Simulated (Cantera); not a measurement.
A closed system holds: 1 mol N2O, 0.0035 mol SO2, 2.2 mol O2, at 0.000350 bar.

Method: chemical equilibrium by Gibbs-energy minimisation in Cantera with the NASA 1993 tables (ideal gas, pure condensed phases). Candidate condensed phases: S; 17 gas species. Kinetics and transport are ignored. All values below are at 2450 °C.

Base state: O 0.708, N2 0.169, O2 0.111, NO 0.0111, SO 0.000303, S 0.000204, SO2 0.000103, N 4.28e-5 (mole fractions); condensed: gas only.

**Question.** What changes in the equilibrium state with this change: SO2 from 0.0035 to 0.018 mol?

**Answer.** 
| species | before | after |
|---|---|---|
| O | 0.708 | 0.707 |
| N2 | 0.169 | 0.168 |
| O2 | 0.111 | 0.111 |
| SO | 0.000303 | 0.00155 |
| NO | 0.0111 | 0.0110 |
| S | 0.000204 | 0.00104 |
| SO2 | 0.000103 | 0.000528 |
| N | 4.28e-5 | 4.27e-5 |
